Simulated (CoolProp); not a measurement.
Vapour-liquid equilibrium of cyclohexane (1) + ethylbenzene (2) at 0.442 bar; x and y are mole fractions of (1).

Computed with CoolProp (multi-fluid Helmholtz-energy mixture model, Zhou 2014 and Zhou 2012; pair parameters Bell 2016).

| x | bubble temperature, mixture model (K) | bubble temperature, Raoult's law (K) | y, mixture model | y, Raoult's law |
|---|---|---|---|---|
| 0.05 | 374.1 | 375.3 | 0.235 | 0.209 |
| 0.125 | 365.6 | 368.0 | 0.470 | 0.430 |
| 0.2 | 358.8 | 361.9 | 0.618 | 0.580 |
| 0.275 | 353.3 | 356.7 | 0.715 | 0.686 |
| 0.35 | 348.9 | 352.2 | 0.782 | 0.762 |
| 0.425 | ___ | 348.2 | 0.830 | 0.820 |
| 0.5 | 342.1 | 344.7 | ___ | 0.864 |
| 0.575 | ___ | 341.6 | 0.896 | 0.898 |
| 0.65 | 337.2 | 338.8 | 0.919 | 0.925 |
| 0.725 | ___ | 336.2 | 0.939 | 0.947 |
| 0.8 | 333.2 | 333.9 | 0.957 | 0.965 |
| 0.875 | 331.4 | 331.8 | 0.973 | 0.980 |
| 0.95 | 329.7 | 329.8 | 0.989 | 0.993 |

Problem. Fill in the missing entries.

Solution. 
- 0.425, bubble temperature, mixture model (K): 345.2
- 0.5, y, mixture model: 0.867
- 0.575, bubble temperature, mixture model (K): 339.5
- 0.725, bubble temperature, mixture model (K): 335.1

The largest gap from Raoult's law is -3.4 K in bubble temperature, at x = 0.275. No azeotrope shows between x = 0.05 and 0.95.

The pair parameters rest on a limited set of measurements; away from them the model extrapolates.
